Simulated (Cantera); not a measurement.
An isothermal, constant-pressure homogeneous reactor starts with 3.66 % CH₄, 96.3 % H₂, at 1800 K and 0.132 atm.

Cantera simulation using GRI-Mech 3.0 (53 species, 325 reactions); the numbers are that mechanism's predictions, not measurements. GRI-Mech 3.0 stops at C3 and has no aromatics, soot or wall deposition, so with more carbon than oxygen in the feed, carbon stays in small species such as C2H2 where larger ones or solid carbon would form.

x: mole fraction; the columns are a selection and need not sum to one.

| t (s) | x CH₄ | x H₂ | x C₂H | x C₂H₂ | x C₂H₄ |
|---|---|---|---|---|---|
| 0.000300 | 0.0365 | 0.963 | <1e-12 | 2.24e-8 | 5.49e-7 |
| 0.00133 | 0.0361 | 0.963 | 7.58e-11 | 1.58e-5 | 3.11e-5 |
| 0.00591 | 0.0338 | 0.964 | 7.28e-9 | 0.000913 | 0.000102 |
| 0.0262 | ___ | 0.968 | ___ | ___ | ___ |
| 0.116 | 0.0127 | 0.975 | 9.54e-8 | 0.0113 | 4.92e-5 |
| 0.516 | 0.00380 | 0.979 | 1.36e-7 | 0.0157 | 4.90e-5 |
| 2.29 | ___ | 0.981 | 1.48e-7 | 0.0170 | 5.17e-5 |
| 10.2 | 0.000978 | 0.981 | 1.49e-7 | 0.0171 | 5.20e-5 |
| 45.1 | 0.000978 | 0.981 | 1.49e-7 | 0.0171 | 5.20e-5 |
| 200 | 0.000978 | 0.981 | 1.49e-7 | 0.0171 | 5.20e-5 |

Problem. Complete the blanks.

Solution. 
- 0.0262, x CH₄: 0.0261
- 0.0262, x C₂H: 3.84e-8
- 0.0262, x C₂H₂: 0.00472
- 0.0262, x C₂H₄: 7.51e-5
- 2.29, x CH₄: 0.00121
